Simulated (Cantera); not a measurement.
Input: 1 mol HCl, 2.7 mol O2, at 948.15 K and 383 Torr.

Method: chemical equilibrium by Gibbs-energy minimisation in Cantera with the NASA 1993 tables (ideal gas, pure condensed phases). Candidate condensed phases: H2O; 14 gas species. Equilibrium is a limit: real reactors are often held back by kinetics, nucleation or transport.

Q: What is the equilibrium state?

A: 
```json
{
  "x(O2)": "0.720",
  "x(HCl)": "0.133",
  "x(H2O)": "0.0734",
  "x(Cl2)": "0.0733",
  "x(Cl)": "6.51e-5",
  "x(HOCl)": "1.19e-5",
  "x(ClO)": "2.84e-6",
  "gas_amount": "3.569 mol"
}
```
